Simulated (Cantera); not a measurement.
## Transport properties of process gases

Gas mixture: H₂ = 0.28 (molar parts), at 4.34 atm, frozen composition.

Cantera's kinetic-theory transport with the Lennard-Jones parameters of GRI-Mech 3.0, ideal gas; thermal conductivity in the multicomponent form.

```
T (K)  ρ (kg/m³)  cp (J/kg/K)  μ (µPa s)  λ (mW/m/K)     Pr  D (cm²/s) C₂H₂  D (cm²/s) H₂  D (cm²/s) NO
-----  ---------  -----------  ---------  ----------  -----  --------------  ------------  ------------
400        0.267        14520       10.9         229  0.689           0.236          58.2         0.292
500        0.213        14530       12.6         265  0.689           0.345          85.3         0.424
600        0.178        14510       14.1         298  0.688           0.469           116         0.575
700        0.152        14560       15.6         331  0.688           0.608           151         0.744
800        0.133        14690       17.0         364  0.688           0.760           188         0.928
900        0.119        14870       18.4         397  0.689           0.925           230          1.13
```
D: mixture-averaged diffusion coefficient of that species in the mixture.
